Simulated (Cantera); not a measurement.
## Thermodynamics of abatement and gas-phase synthesis, feed CS2 + H2O + N2

Charge: 1 mol CS2, 1.1 mol H2O, 0.75 mol N2, held at 1825 K and 1.33 mbar.

Equilibrium computed with Cantera from the NASA thermochemical tables; the gas is ideal and each condensed phase is pure. Candidate condensed phases: C, C6H6, C7H8, C8H18, H2O, H2SO4, S; 150 gas species. The numbers say what is thermodynamically allowed, not how fast it happens.

The x(H2) is 0.254. The x(CO) comes out as 0.253 and the x(S2) is 0.240. The x(N2) comes out as 0.193, the x(H2O) comes out as 0.0153 and the x(S) comes out as 0.0122. The x(SH) is 0.0115 and the x(H) comes out as 0.00608. The x(SO) comes out as 0.00492. The gas amount is 3.887 mol and the log10 activity of S(l) (absent) is -3.23. The log10 activity of C(graphite) (absent) is -5.85.
